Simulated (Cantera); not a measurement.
A freely propagating, adiabatic, planar premixed flame of 23.4 % H₂, 16.1 % O₂, 60.5 % N₂, unburnt at 650 K and 0.132 atm; mixture-averaged transport, grid criteria slope 0.08 and curve 0.16, no radiation.

Detailed kinetics in Cantera: the H2/O2 subset of GRI-Mech 3.0, which has no nitrogen chemistry. Burning velocities carry a grid error of a few per cent, more on coarse grids.

Problem. Predict: laminar burning velocity; thermal thickness; peak x(OH); peak x(O); peak x(H₂O₂).

Solution. laminar burning velocity: 605 cm/s
thermal thickness: 6.92 mm
peak x(OH): 0.0172
peak x(O): 0.0188
peak x(H₂O₂): 1.10e-6
